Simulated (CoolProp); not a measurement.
A single-stage vapour-compression cycle with the fluid: evaporating at 196.15 K (dew point), condensing at 263.15 K (bubble point), superheat 2 K, subcooling 8 K, compressor efficiency 0.9, no pressure losses. The same conditions are run with several fluids, on thermodynamics alone (safety and materials aside).

The numbers come from the reference Helmholtz-energy equation of state of each fluid (CH3F (R41): Lemmon 2006; R22: Kamei 1995; nitrous oxide: Lemmon 2006; R125: Lemmon 2005; R13: Platzer 1990; C3F8 (R218): Lemmon 2006) in CoolProp. The equations of Platzer and Polt are older, rougher fits.

```json
[
 {"fluid": "CH3F (R41)", "cooling COP": "1.93", "pressure ratio": "14.1", "discharge temperature (K)": "376.8", "refrigerating effect (kJ/kg)": "359", "volumetric capacity (kJ/m³)": "846"},
 {"fluid": "R22", "cooling COP": "2.08", "pressure ratio": "27.7", "discharge temperature (K)": "351.6", "refrigerating effect (kJ/kg)": "192", "volumetric capacity (kJ/m³)": "…"},
 {"fluid": "nitrous oxide", "cooling COP": "1.88", "pressure ratio": "12.5", "discharge temperature (K)": "…", "refrigerating effect (kJ/kg)": "255", "volumetric capacity (kJ/m³)": "1360"},
 {"fluid": "R125", "cooling COP": "2.01", "pressure ratio": "25.3", "discharge temperature (K)": "287.7", "refrigerating effect (kJ/kg)": "…", "volumetric capacity (kJ/m³)": "160"},
 {"fluid": "R13", "cooling COP": "1.89", "pressure ratio": "11.9", "discharge temperature (K)": "298.8", "refrigerating effect (kJ/kg)": "90.6", "volumetric capacity (kJ/m³)": "769"},
 {"fluid": "C3F8 (R218)", "cooling COP": "1.82", "pressure ratio": "28.3", "discharge temperature (K)": "263.2", "refrigerating effect (kJ/kg)": "63.5", "volumetric capacity (kJ/m³)": "…"}
]
```

Task: Complete the blanks.

Result: 
- R22, volumetric capacity (kJ/m³): 130
- nitrous oxide, discharge temperature (K): 368.7
- R125, refrigerating effect (kJ/kg): 114
- C3F8 (R218), volumetric capacity (kJ/m³): 76.4

The compression ends wet for: C3F8 (R218).
